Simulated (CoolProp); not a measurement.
Tetrahydrofuran at 478.4 K and 4.6 MPa is throttled through a valve to 0.9 MPa with no heat exchange. Each further row changes one setting.

The numbers come from the reference Helmholtz-energy equation of state, Fiedler 2023 in CoolProp.

```json
[
 {"case": "as stated", "temperature change (K)": "-51.9", "final phase": "two-phase, vapour fraction 0.372", "final density (kg/m³)": "54.4"},
 {"case": "outlet pressure 0.27 MPa", "temperature change (K)": "-105.6", "final phase": "two-phase, vapour fraction 0.622", "final density (kg/m³)": "10.7"},
 {"case": "outlet pressure 1.17 MPa", "temperature change (K)": "-37.9", "final phase": "two-phase, vapour fraction 0.289", "final density (kg/m³)": "87.4"}
]
```
